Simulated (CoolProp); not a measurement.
Vapour-liquid equilibrium of dimethyl ether (1) + ethanol (2) at 317.5 K; x and y are mole fractions of (1).

The numbers come from the multi-fluid Helmholtz-energy mixture model, Wu 2011 and Schroeder 2014; pair parameters Bell 2016 in CoolProp.

**Question.** Give the bubble pressure and the first vapour's composition at x = 0.575, 0.875, 0.95. Is there an azeotrope?

**Answer.** x = 0.575: 6.513 bar, y = 0.977; x = 0.875: 8.721 bar, y = 0.992; x = 0.95: 9.412 bar, y = 0.996. No azeotrope shows between x = 0.05 and 0.95.

Pair parameters are fitted to limited data, so mixtures are less certain than the pure fluids. The gap from Raoult's law changes sign with composition, which may be real or a fault of the pair parameters; it wasn't checked against measurements.
